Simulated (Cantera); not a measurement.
A freely propagating, adiabatic, planar premixed flame of C3H8 : O2 : N2 : CO2 = 1 : 5 : 18.8 : 6.8 (molar parts), equivalence ratio 1.0, unburnt at 525 K and 2.17 atm; mixture-averaged transport, grid criteria slope 0.08 and curve 0.16, no radiation.

Model: GRI-Mech 3.0 (53 species, 325 reactions), integrated in Cantera. GRI-Mech 3.0 was tuned for natural gas; its chemistry of propane as a main component is partial and can be far from experiment. Burning velocities carry a grid error of a few per cent, more on coarse grids.

x: mole fraction of selected species; z is measured from the peak of heat release.

```
z (mm)   T (K)  u (m/s)    x C3H8     x O2  x CO2      x CO     x NO       x O
-------  -----  -------  --------  -------  -----  --------  -------  --------
-1.05      525    0.286    0.0316    0.158  0.215   1.83e-5    <1e-8     <1e-8
-0.700     528    0.289    0.0316    0.157  0.215         ?    <1e-8     <1e-8
-0.525     540    0.295    0.0315    0.156  0.214  0.000737  1.02e-8     <1e-8
-0.350     602    0.331    0.0307    0.148  0.214   0.00365  6.87e-8     <1e-8
-0.175     892    0.501    0.0230    0.115  0.214    0.0173  7.17e-7   7.35e-8
-0.0876   1200    0.686   0.00993   0.0803  0.220    0.0324  1.84e-6   5.35e-6
0         1534    0.888  0.000217   0.0420  0.233    0.0473  3.49e-6  0.000267
0.0876    1675    0.967   1.98e-8   0.0244  0.248    0.0425  5.56e-6   0.00109
0.175     1734    0.997     <1e-8   0.0190  0.258    0.0353  6.85e-6   0.00113
0.350     1800     1.03     <1e-8        ?  0.266         ?        ?         ?
0.700     1862     1.06     <1e-8   0.0111  0.274    0.0222  9.65e-6  0.000446
1.40      1910     1.08     <1e-8  0.00809  0.281    0.0168  1.12e-5  0.000234
2.80      1944     1.10     <1e-8  0.00580  0.286    0.0125  1.30e-5  0.000121
```

Q: Complete the blanks.

A: 
- -0.700, x CO: 0.000180
- 0.350, x O2: 0.0148
- 0.350, x CO: 0.0284
- 0.350, x NO: 8.20e-6
- 0.350, x O: 0.000795
